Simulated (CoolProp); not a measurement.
Properties of propyne along the isotherm 428.3 K (Tc = 402.7 K, pc = 5.658 MPa, ω = 0.204).

Computed with CoolProp (reference Helmholtz-energy equation of state, Polt 1992). This equation is an older, rougher fit.

| p (MPa) | phase | cv (kJ/(kg K)) | speed of sound (m/s) | isothermal compressibility (1/MPa) |
|---|---|---|---|---|
| 0.236 | gas | 1.683 | 313.1 | 4.289 |
| 0.471 | gas | 1.690 | 310.1 | 2.176 |
| 0.707 | gas | 1.697 | 307.1 | 1.469 |
| 0.943 | gas | 1.705 | 304.0 | 1.116 |
| 1.18 | gas | 1.713 | 300.9 | 0.9048 |
| 1.41 | gas | 1.722 | 297.9 | 0.7681 |
| 1.65 | gas | 1.731 | 294.7 | 0.6667 |
| 1.89 | gas | 1.742 | 291.4 | 0.5916 |
| 2.12 | gas | 1.752 | 288.2 | 0.5361 |
| 2.36 | gas | 1.764 | 284.8 | 0.4903 |
| 2.59 | gas | 1.776 | 281.5 | 0.4549 |
| 2.83 | gas | 1.790 | 278.0 | 0.4247 |
